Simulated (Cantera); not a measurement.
Feed: 1 mol SiC, 0.11 mol H2O, a varied amount of H2, held at 1548 K and 0.230 bar.

Equilibrium computed with Cantera from the NASA thermochemical tables; the gas is ideal and each condensed phase is pure. Candidate condensed phases: C, C6H6, C7H8, C8H18, H2O, Si, SiC, SiO2; 123 gas species. Mutual solubility and eutectic melting of coexisting phases are not modelled. The tables hold silica as quartz up to 1696 K and as liquid above; real silica turns to tridymite and cristobalite and melts near 1996 K. Rates play no part.

x: gas mole fraction; n: condensed amount in mol.

| n(H2) (mol) | x H2 | x CO | x SiO | x CH4 | x H | n SiC(s) | n SiO2(β-quartz) |
|---|---|---|---|---|---|---|---|
| 1.8 | 0.980 | 0.0191 | 0.00108 | 9.27e-5 | 6.35e-5 | 0.963 | 0.0353 |
| 3.1 | 0.987 | 0.0116 | 0.00128 | 6.77e-5 | 6.38e-5 | 0.962 | 0.0339 |
| 5.3 | 0.991 | 0.00718 | 0.00150 | 4.94e-5 | 6.39e-5 | 0.961 | 0.0313 |
| 8.9 | 0.994 | 0.00460 | 0.00174 | 3.69e-5 | 6.40e-5 | 0.958 | 0.0262 |
| 15 | 0.995 | 0.00306 | 0.00200 | 2.82e-5 | 6.40e-5 | 0.953 | 0.0165 |
| 26 | 0.996 | 0.00208 | 0.00210 | 2.27e-5 | 6.41e-5 | 0.945 | 0 |
| 44 | 0.997 | ? | ? | 2.27e-5 | 6.41e-5 | 0.945 | 0 |
| 75 | 0.998 | 0.000718 | 0.000740 | 2.26e-5 | 6.42e-5 | 0.944 | 0 |
| 130 | 0.999 | 0.000410 | 0.000432 | 2.24e-5 | 6.42e-5 | 0.944 | 0 |
| 220 | 0.999 | ? | ? | 2.20e-5 | 6.42e-5 | 0.943 | 0 |
| 370 | 1.000 | 0.000138 | 0.000159 | 2.14e-5 | 6.42e-5 | 0.941 | 0 |
| 630 | 1.000 | 7.71e-5 | 9.70e-5 | 2.05e-5 | 6.42e-5 | 0.938 | 0 |

### Question
Complete the blanks.

### Answer

- 220, x CO: 0.000238
- 220, x SiO: 0.000260
- 44, x CO: 0.00123
- 44, x SiO: 0.00125
